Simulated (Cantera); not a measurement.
Charge: 1 mol V, 1.3 mol NH3, held at 62.0 mbar.

These are equilibrium values from Cantera (NASA tables, ideal gas, pure condensed phases), not measurements of a reactor. Candidate condensed phases: V, VN; 11 gas species. Mutual solubility and eutectic melting of coexisting phases are not modelled. VN: taken at fixed stoichiometry. Condensed phases not in the tables: V2N, N, O or C dissolved in the metal. The numbers say what is thermodynamically allowed, not how fast it happens.

x: gas mole fraction; n: condensed amount in mol.

| T (K) | x H2 | x N2 | x H | x V | n VN(s) | n V(s) | n V(l) |
|---|---|---|---|---|---|---|---|
| 1900 | 0.926 | 0.0713 | 0.00307 | 2.61e-6 | 1.000 | 0 | 0 |
| 1950 | 0.924 | 0.0713 | 0.00443 | 8.28e-6 | 1.000 | 0 | 0 |
| 2000 | 0.922 | 0.0712 | 0.00627 | 2.48e-5 | 1.000 | 0 | 0 |
| 2050 | 0.920 | 0.0711 | 0.00874 | 7.02e-5 | 1.000 | 0 | 0 |
| 2100 | 0.885 | 0.103 | 0.0118 | 0.000157 | 0.847 | 0.153 | 0 |
| 2150 | 0.805 | 0.179 | 0.0152 | 0.000305 | 0.440 | 0.559 | 0 |
| 2200 | 0.733 | 0.247 | (withheld) | (withheld) | 0 | 0 | 0.998 |
| 2250 | 0.727 | 0.247 | (withheld) | (withheld) | 0 | 0 | 0.997 |
| 2300 | 0.720 | 0.245 | 0.0330 | 0.00178 | 0 | 0 | 0.995 |

Complete the blanks.


- 2200, x H: 0.0194
- 2200, x V: 0.000573
- 2250, x H: 0.0254
- 2250, x V: 0.00102
